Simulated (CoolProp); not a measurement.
A Linde-Hampson liquefier for carbon monoxide: isothermal reversible compression at 290 K from 1 atm to 15 MPa, throttling to 1 atm, return gas leaving the recuperator 10 K below the feed. Each further row changes one setting.

Values from CoolProp's reference Helmholtz-energy equation of state, Lemmon 2006. It is a short technical equation, of lower accuracy than the large ones.

```csv
case,liquid yield per pass,compression work (kJ/kg of gas)
as stated,?,428
high pressure 30 MPa,0.090,?
warm-end temperature 320 K,0.036,?
warm-end gap 15 K,0.043,428
```

### Question
Some entries are withheld; supply them.

### Answer

- as stated, liquid yield per pass: 0.055
- high pressure 30 MPa, compression work (kJ/kg of gas): 490
- warm-end temperature 320 K, compression work (kJ/kg of gas): 475
